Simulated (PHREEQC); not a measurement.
PHREEQC input (ion-association model, wateq4f.dat):

```
SOLUTION_MASTER_SPECIES
  An  An-  0  An  62.0  # stands for a non-complexing anion
SOLUTION_SPECIES
  An- = An-
    -log_k 0
    -gamma 3.0 0
PHASES
  Fix_H+
    H+ = H+
    -log_k 0
SOLUTION 1
  temp 25
  units mmol/kgw
  pH 7 charge
  Na 100
  An 100
END
SELECTED_OUTPUT 1
  -reset false
  -pH true
  -pe true
  -ionic_strength true
  -water true
  -totals Na
  -molalities Hfo_wOH Hfo_wOH2+ Hfo_wO- Hfo_sOH Hfo_sOH2+ Hfo_sO-
USER_PUNCH 1
  -headings sigma psi
  10 PUNCH EDL("sigma", "Hfo"), EDL("psi", "Hfo")
PRINT
  -reset false
USE solution 1
SURFACE 1
  Hfo_wOH 2.92135e-05 600 0.013
  Hfo_sOH 7.30337e-07
EQUILIBRIUM_PHASES 1
  Fix_H+ -4 HAn 10
    -force_equality true
  O2(g) -0.68 10
END
# ... the last block is repeated for the other 16 points of pH, with NaOH or the acid as the point needs
```

Selected output (columns that matter, 13 of 17 rows; pH added in front):

```
pH	mu	Na	m_Hfo_wOH	m_Hfo_wOH2+	m_Hfo_wO-	m_Hfo_sOH	m_Hfo_sOH2+	m_Hfo_sO-	sigma	psi
4	0.10013	0.1	3.8982e-06	2.5302e-05	1.3758e-08	9.7454e-08	6.3254e-07	3.4396e-10	0.32066	0.14657
4.38	0.10006	0.1	6.6181e-06	2.2551e-05	4.4494e-08	1.6545e-07	5.6377e-07	1.1123e-09	0.28539	0.14065
5.12	0.10002	0.1	1.2915e-05	1.606e-05	2.3794e-07	3.2289e-07	4.015e-07	5.9486e-09	0.20063	0.12277
5.5	0.10001	0.1	1.5811e-05	1.2961e-05	4.4183e-07	3.9527e-07	3.2403e-07	1.1046e-08	0.15875	0.11099
5.88	0.10001	0.1	1.8146e-05	1.0338e-05	7.2963e-07	4.5364e-07	2.5845e-07	1.8241e-08	0.12184	0.097864
6.62	0.1	0.1	2.0995e-05	6.7153e-06	1.5036e-06	5.2486e-07	1.6788e-07	3.7591e-08	0.066085	0.068919
7	0.1	0.1	2.1743e-05	5.5021e-06	1.9684e-06	5.4357e-07	1.3755e-07	4.9209e-08	0.044809	0.052459
7.38	0.1	0.1	2.2166e-05	4.6015e-06	2.4461e-06	5.5415e-07	1.1504e-07	6.1152e-08	0.027331	0.035067
8.12	0.1	0.1	2.2425e-05	3.3803e-06	3.4081e-06	5.6063e-07	8.4509e-08	8.5201e-08	-0.00035141	-0.00048668
8.5	0.1	0.10001	2.2357e-05	2.8777e-06	3.9789e-06	5.5892e-07	7.1944e-08	9.9473e-08	-0.013963	-0.018909
8.88	0.10001	0.10001	2.2133e-05	2.3956e-06	4.6847e-06	5.5333e-07	5.9889e-08	1.1712e-07	-0.029027	-0.036935
9.62	0.10006	0.10006	2.0943e-05	1.4797e-06	6.7905e-06	5.2358e-07	3.6993e-08	1.6976e-07	-0.067342	-0.069753
10	0.10014	0.10014	1.9716e-05	1.0547e-06	8.443e-06	4.929e-07	2.6368e-08	2.1107e-07	-0.093685	-0.085085
```
